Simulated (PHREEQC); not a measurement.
Solution (25 °C): 0.014 mol/kgw HF, 0.042 mol/kgw KF and 0.049 mol/kgw H3PO4. Closed to the air; pH follows from the charge balance.

Model: ion-association model, phreeqc.dat, run in PHREEQC.

```
quantity                   before    after
------------------------  -------  -------
pH                           2.46     2.46
ionic strength (mol/kgw)   0.0461   0.0642
HF (mol/kgw)               0.0427   0.0421
F- (mol/kgw)               0.0100   0.0104
HF2- (mol/kgw)            0.00164  0.00169
```

Q: What was changed between the two runs?
(A) 0.0069 mol/kgw Na2SO4 added
(B) H3PO4 from 0.049 to 0.0539 mol/kgw
(C) KF left out
(D) diluted 2-fold with water
(E) H3PO4 from 0.049 to 0.0735 mol/kgw

A: A, 0.0069 mol/kgw Na2SO4 added

This is a speciation only: nothing precipitates in the calculation.
